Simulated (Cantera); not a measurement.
An isothermal, constant-pressure homogeneous reactor starts with CH4 : N2 = 1 : 3.5 (molar parts), at 2000 K and 0.460 bar. Integrator tolerance rtol = 1e-08.

Detailed kinetics in Cantera: GRI-Mech 3.0 (53 species, 325 reactions). GRI-Mech 3.0 stops at C3 and has no aromatics, soot or wall deposition, so with more carbon than oxygen in the feed, carbon stays in small species such as C2H2 where larger ones or solid carbon would form.

```json
[
 {"quantity": "x(CH4) at 100 s", "before": "0.000287 (gas-phase equilibrium 0.000196)", "after": "0.181 (gas-phase equilibrium 0.0787)"},
 {"quantity": "x(C2H) at 100 s", "before": "7.41e-6 (gas-phase equilibrium 3.37e-6)", "after": "8.40e-12 (gas-phase equilibrium 2.35e-11)"},
 {"quantity": "x(CH2) at 100 s", "before": "1.57e-7 (gas-phase equilibrium 1.07e-7)", "after": "4.86e-12 (gas-phase equilibrium 5.88e-12)"},
 {"quantity": "x(C2H6) at 100 s", "before": "4.46e-9 (gas-phase equilibrium 2.06e-9)", "after": "5.99e-5 (gas-phase equilibrium 4.29e-5)"},
 {"quantity": "x(C2H2) at 100 s", "before": "0.0856 (gas-phase equilibrium 0.0389)", "after": "0.0152 (gas-phase equilibrium 0.0257)"},
 {"quantity": "x(H) at 100 s", "before": "0.00126 (gas-phase equilibrium 0.00126)", "after": "7.65e-8 (gas-phase equilibrium 4.37e-7)"}
]
```

Question: Which change was made?
A) temperature 2000 to 1273 K
B) N2 3.5 to 0.53 parts
C) CH4 1 to 0.32 parts
D) temperature 2000 to 1225 K

Answer: A, temperature 2000 to 1273 K
